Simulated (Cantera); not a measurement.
A Cantera script and its output.

```python
import numpy as np
import cantera as ct

gas = ct.Solution("gri30.yaml")
gas.TPX = 1450, 100, {'H2': 0.016, 'O2': 1}
reactor = ct.IdealGasConstPressureReactor(gas, energy="off", clone=False)
net = ct.ReactorNet([reactor])
net.rtol, net.atol = 1e-08, 1e-18
show = ['H2', 'O2', 'H2O', 'H', 'HO2', 'H2O2']
times = np.geomspace(0.0001, 9, 11)

steps = ct.SolutionArray(gas, extra=["t"])
rows = []
print(f"{'t/s':>10s}{'T/K':>9s}{'P/Pa':>11s}" + "".join(f"{s:>11s}" for s in show))
for t in times:
    while net.time < t:
        t_next = net.step()
        steps.append(gas.state, t=t_next)
    rows.append([np.interp(t, steps.t, y) for y in (steps.T, steps.P, *steps(*show).X.T)])
    print(f"{t:10.3e}{rows[-1][0]:9.1f}{rows[-1][1]:11.4g}" + "".join(f"{x:11.3e}" for x in rows[-1][2:]))
rate = np.gradient(steps.T, steps.t)
print("integrator steps:", len(steps.t))
if steps.T.max() > steps.T[0] + 200:
    print(f"time of steepest temperature rise: {steps.t[rate.argmax()]:.4e} s")
gas.TPX = 1450, 100, {'H2': 0.016, 'O2': 1}
gas.equilibrate("TP")
print(f"equilibrium (TP): T = {gas.T:.1f} K  " + "  ".join(f"{s} {gas[s].X[0]:.3e}" for s in show))
```

Output:

```
       t/s      T/K       P/Pa         H2         O2        H2O          H        HO2       H2O2
 1.000e-04   1450.0        100  1.575e-02  9.843e-01  1.783e-11  4.306e-09  5.302e-09  1.586e-13
 3.129e-04   1450.0        100  1.575e-02  9.843e-01  4.418e-10  9.419e-09  1.659e-08  1.540e-12
 9.791e-04   1450.0        100  1.575e-02  9.843e-01  8.484e-09  1.664e-08  5.187e-08  1.469e-11
 3.064e-03   1450.0        100  1.575e-02  9.843e-01  1.428e-07  4.612e-08  1.620e-07  1.328e-10
 9.587e-03   1450.0        100  1.574e-02  9.842e-01  5.112e-06  6.718e-07  5.019e-07  1.035e-09
 3.000e-02   1450.0        100  6.883e-03  9.761e-01  6.701e-03  7.099e-04  7.033e-08  1.960e-09
 9.387e-02   1450.0        100  9.375e-05  9.692e-01  1.420e-02  6.278e-04  4.194e-08  1.008e-09
 2.937e-01   1450.0        100  9.342e-05  9.693e-01  1.420e-02  6.245e-04  4.188e-08  1.007e-09
 9.192e-01   1450.0        100  9.248e-05  9.694e-01  1.422e-02  6.147e-04  4.169e-08  1.003e-09
 2.876e+00   1450.0        100  8.964e-05  9.699e-01  1.426e-02  5.851e-04  4.110e-08  9.930e-10
 9.000e+00   1450.0        100  8.149e-05  9.712e-01  1.437e-02  5.035e-04  3.937e-08  9.611e-10
integrator steps: 557
equilibrium (TP): T = 1450.0 K  H2 4.800e-07  O2 9.840e-01  H2O 1.579e-02  H 2.086e-07  HO2 3.019e-08  H2O2 7.629e-11
```

Detailed kinetics in Cantera: GRI-Mech 3.0 (53 species, 325 reactions). Radical loss at walls, strong at low pressure, is not modelled.
